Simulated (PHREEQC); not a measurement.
Solution (15 °C): 2.8 mol/kgw LiCl and 0.91 mol/kgw KBr. Closed to the air; pH follows from the charge balance.

Equilibrium calculation in PHREEQC: Pitzer model, pitzer.dat.

Problem. The ionic strength comes out as 3.71 mol/kgw. What activity coefficients do Li+, K+, Br-, Cl- get?

Solution. Li+ 3.1, K+ 1.2, Br- 0.64, Cl- 0.56. Single-ion values are on the MacInnes scale.

This is a speciation only: nothing precipitates in the calculation.
